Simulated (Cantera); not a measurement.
Input: 1 mol Si, 0.039 mol N2O, 1.1 mol H2, equilibrated at 1748 K and 0.133 bar.

Method: chemical equilibrium by Gibbs-energy minimisation in Cantera with the NASA 1993 tables (ideal gas, pure condensed phases). Candidate condensed phases: H2O, Si, SiO2, Si2N2O, Si3N4; 35 gas species. Mutual solubility and eutectic melting of coexisting phases are not modelled. Gases not in the tables: Si2H6 and higher silanes. The numbers say what is thermodynamically allowed, not how fast it happens.

Base state: H2 0.989, N2 0.00539, SiO 0.00539, H 0.000622, SiH2 2.03e-5, Si 1.09e-5 (mole fractions); condensed: Si(l) + Si2N2O(s).

Task: What changes in the equilibrium state with this change: temperature from 1748 K to 1773 K?

Result: 
```csv
species,before,after
H2,0.989,0.983
N2,0.00539,0.00821
SiO,0.00539,0.00821
Si,1.09e-5,1.60e-5
H,0.000622,0.000772
SiH2,2.03e-5,2.42e-5
"Si(l), mol",0.928,0.931
"Si2N2O(s), mol",0.0330,0.0298
```
